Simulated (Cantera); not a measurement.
Premixed flame

A freely propagating, adiabatic, planar premixed flame of CO : H₂ : O₂ : N₂ = 1 : 0.043 : 0.372 : 1.4 (molar parts), equivalence ratio 1.4, unburnt at 448 K and 6.60 bar; multicomponent+Soret transport, grid criteria slope 0.08 and curve 0.16, no radiation.

Detailed kinetics in Cantera: GRI-Mech 3.0 (53 species, 325 reactions). The hydrogen kinetics of GRI-Mech 3.0 are dated; newer H2 mechanisms differ, most at raised pressure. Burning velocities carry a grid error of a few per cent, more on coarse grids.

```
z (mm)   T (K)  u (m/s)   x CO     x H₂     x O₂    x NO₂     x H₂O       x O
-------  -----  -------  -----  -------  -------  -------  --------  --------
-0.286     448    0.641  0.355   0.0151    0.132    <1e-8   1.76e-7     <1e-8
-0.190     448    0.641  0.355   0.0148    0.132    <1e-8   2.62e-6     <1e-8
-0.143     449    0.641  0.356   0.0140    0.132    <1e-8   1.74e-5     <1e-8
-0.0952    455    0.649  0.356   0.0123    0.132  2.61e-8  0.000121     <1e-8
-0.0476    581    0.823  0.350  0.00817    0.129  6.69e-7   0.00188   2.26e-6
-0.0238    960     1.34  0.322  0.00566    0.112  3.38e-7   0.00643  0.000310
0         1440     1.95  0.267  0.00274   0.0776  8.96e-8    0.0111   0.00433
0.0238    1754     2.32  0.217  0.00133   0.0477  1.07e-7    0.0110   0.00873
0.0476    1933     2.51  0.188  0.00123   0.0328  1.22e-7   0.00990   0.00903
0.0952    2119     2.71  0.166  0.00133   0.0221  1.44e-7    0.0103   0.00654
0.190     2274     2.88  0.151  0.00128   0.0149  1.71e-7    0.0120   0.00365
0.381     2390     3.00  0.139  0.00117  0.00883  1.78e-7    0.0134   0.00178
0.762     2465     3.08  0.130  0.00110  0.00453  1.50e-7    0.0143  0.000803
```
x: mole fraction of selected species; z is measured from the peak of heat release.

```
Item                         Result
------------------------  ---------
laminar burning velocity  64.1 cm/s
thermal thickness         0.0952 mm
peak x(O)                   0.00926
grid points                     113
```
